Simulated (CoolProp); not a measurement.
Saturated liquid density (kg/m³) of water: the reference equation beside estimates from Tc = 373.9 °C, pc = 220.6 bar, ω = 0.344. Rackett uses Z = 0.29056 − 0.08775 ω.

Computed with CoolProp (reference Helmholtz-energy equation of state, Wagner 2002).

| T (°C) | reference | Rackett | van der Waals | Redlich-Kwong | Soave-Redlich-Kwong | Peng-Robinson |
|---|---|---|---|---|---|---|
| 193.75 | 871.9 | 722.1 | 413.6 | 597.0 | 632.1 | 715.9 |
| 205.05 | 858.7 | 709.8 | 406.8 | 584.8 | 620.4 | 703.0 |
| 216.35 | 844.8 | 697.2 | 399.7 | 572.1 | 608.0 | 689.4 |
| 227.55 | 830.4 | 684.2 | 392.4 | 559.0 | 595.1 | 675.0 |
| 238.85 | 815.0 | 670.7 | 384.8 | 545.2 | 581.4 | 659.6 |
| 250.15 | 798.7 | 656.6 | 376.7 | 530.8 | 566.8 | 643.2 |
| 261.45 | 781.3 | 641.9 | 368.3 | 515.6 | 551.2 | 625.7 |
| 272.65 | 763.0 | 626.7 | 359.5 | 499.7 | 534.7 | 607.0 |
| 283.95 | 743.2 | 610.4 | 350.1 | 482.7 | 516.9 | 586.7 |

Absolute difference from the reference over all 9 rows, mean and median: Rackett 17.6 and 17.7 %, van der Waals 52.8 and 52.8 %, Redlich-Kwong 33.2 and 33.1 %, Soave-Redlich-Kwong 28.8 and 28.7 %, Peng-Robinson 19.2 and 19.1 %.
